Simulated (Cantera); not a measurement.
Feed: 1 mol AlCl3, 18 mol NH3, 61 mol N2, at 3900 Pa.

Method: chemical equilibrium by Gibbs-energy minimisation in Cantera with the NASA 1993 tables (ideal gas, pure condensed phases). Candidate condensed phases: Al, AlCl3, AlN, NH4Cl; 20 gas species. The numbers say what is thermodynamically allowed, not how fast it happens.

Over these rows the condensed part is AlN(s). Partial pressures as log10 of bar:

| T (K) | 1000/T (1/K) | log p AlCl | log p N2 | log p H2 | log p HCl |
|---|---|---|---|---|---|
| 1125 | 0.8889 | -8.48 | -1.56 | -1.99 | -3.01 |
| 1225 | 0.8163 | ? | -1.56 | -1.99 | -3.01 |
| 1325 | 0.7547 | -6.03 | -1.56 | -1.99 | -3.02 |
| 1425 | 0.7018 | -5.07 | -1.56 | -1.99 | -3.03 |
| 1525 | 0.6557 | -4.26 | -1.56 | -1.99 | -3.06 |
| 1625 | 0.6154 | -3.61 | -1.56 | -1.99 | -3.14 |

**Question.** Fit log p(AlCl) = a + b·(1000/T) to the five rows, give the apparent enthalpy, and predict the row at 1225 K.

**Answer.** Means: 1000/T = 0.7233, log p = -5.490. Sxy = -0.807130, Sxx = 0.0450837, so b = -17.90 and a = -5.490 − (-17.90)×0.7233 = 7.46.
Apparent enthalpy: −19.145 × (-17.90) = 343 kJ/mol. With the condensed phases at unit activity, AlN(s) + HCl(g) = AlCl(g) + 1/2 N2(g) + 1/2 H2(g) links this pressure to the main gases: over the six rows their terms move log p by -0.13 in all, so the slope is close to that reaction's ΔH°. The five rows lie within 0.05 of the line.
Prediction at 1225 K: 7.46 + (-17.90)×0.8163 = -7.15. The computed value is -7.16, 0.01 from the line.
